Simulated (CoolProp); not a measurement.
A simple Rankine cycle with R1336mzz(E): condensing at 324.15 K, boiler at 1.67 MPa, turbine inlet 409 K, turbine efficiency 0.6, pump efficiency 0.8, no recuperator. Each further row changes one setting.

Values from CoolProp's reference Helmholtz-energy equation of state, Akasaka 2023.

```tsv
case	thermal efficiency (%)	net work (kJ/kg)	heat in (kJ/kg)	turbine exit temperature (K)	volume ratio over the turbine
as stated	6.3	12.1	191	378.7	4.24
condensing temperature 316.15 K	7.2	14.4	201	374.7	5.41
boiler pressure 1.17 MPa	4.9	9.63	198	389.1	2.78
turbine efficiency 0.5	5.1	9.84	191	381.1	4.28
```
